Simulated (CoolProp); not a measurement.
Neopentane along the isotherm 105.65 °C: density (kg/m³) from the reference equation and from simpler models built on Tc = 160.6 °C, pc = 3196 kPa, ω = 0.196; each cubic takes its own stable root.

Computed with CoolProp (reference Helmholtz-energy equation of state, Lemmon 2006). It is a short technical equation, of lower accuracy than the large ones.

| p (kPa) | phase | reference |
|---|---|---|
| 5.05 | gas | 0.1158 |
| 9.58 | gas | 0.2198 |
| 18.2 | gas | 0.4182 |
| 34.4 | gas | 0.7925 |
| 65.3 | gas | 1.512 |
| 124 | gas | 2.900 |
| 235 | gas | 5.604 |
| 445 | gas | 11.05 |
| 843 | gas | 22.94 |
| 1600 | liquid | 477.1 |

Problem. How far does each simpler model (van der Waals, Redlich-Kwong, Soave-Redlich-Kwong, Peng-Robinson) lie from the reference over these 10 states: mean and median of the absolute difference, and the worst?

Solution. 
- van der Waals: mean 9.7 %, median 0.3 %, worst -89.5 % at 105.65 °C and 1600 kPa
- Redlich-Kwong: mean 1.6 %, median 0.1 %, worst -14.1 % at 105.65 °C and 1600 kPa
- Soave-Redlich-Kwong: mean 1.1 %, median 0.0 %, worst -10.4 % at 105.65 °C and 1600 kPa
- Peng-Robinson: mean 0.4 %, median 0.1 %, worst +1.5 % at 105.65 °C and 1600 kPa

At some of these states van der Waals gives the other phase, because its saturation line lies elsewhere.
